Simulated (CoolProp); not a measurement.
Vapour-liquid equilibrium of propane (1) + neopentane (2) at 0.295 MPa; x and y are mole fractions of (1).

Model: multi-fluid Helmholtz-energy mixture model, Lemmon 2009 and Lemmon 2006; pair parameters Bell 2016, in CoolProp.

```tsv
x	bubble temperature, mixture model (°C)	bubble temperature, Raoult's law (°C)	y, mixture model	y, Raoult's law
0.05	39.8	36.5	0.127	0.214
0.15	33.6	25.8	0.337	0.494
0.25	27.7	17.4	0.509	0.661
0.35	21.6	10.6	0.653	0.768
0.45	?	5.0	?	0.840
0.55	8.8	0.2	?	0.891
0.65	2.5	-3.9	0.922	0.928
0.75	-3.5	-7.4	0.962	0.955
0.85	-8.8	-10.6	0.985	0.977
0.95	?	-13.4	0.997	0.993
```

Problem. Complete the blanks.

Solution. 
- 0.45, bubble temperature, mixture model (°C): 15.3
- 0.45, y, mixture model: 0.770
- 0.55, y, mixture model: 0.859
- 0.95, bubble temperature, mixture model (°C): -13.0

The largest gap from Raoult's law is +11.0 K in bubble temperature, at x = 0.35. No azeotrope shows between x = 0.05 and 0.95.

The pair parameters rest on a limited set of measurements; away from them the model extrapolates.
